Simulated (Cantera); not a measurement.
Charge: 1 mol Al2O3, 0.52 mol N2, held at 13300 Pa.

Cantera equilibrium calculation (NASA polynomials, part measured and part estimated; ideal gas, pure solids and liquids). Candidate condensed phases: Al, AlN, Al2O3; 16 gas species. Rates play no part.

Question: Which condensed phases are stable at each of these points (T (K)): 2275, 2300, 2325, 2350, 2375, 2400, 2425?

Answer: 
| T (K) | condensed phases | Al condensed (%) |
|---|---|---|
| 2275 | Al2O3(s) | 100.0 |
| 2300 | Al2O3(s) | 100.0 |
| 2325 | Al2O3(s) | 100.0 |
| 2350 | Al2O3(l) | 100.0 |
| 2375 | Al2O3(l) | 100.0 |
| 2400 | Al2O3(l) | 100.0 |
| 2425 | Al2O3(l) | 100.0 |

From 2275 K to 2325 K the condensed part is Al2O3(s). From 2350 K to 2425 K the condensed part is Al2O3(l).
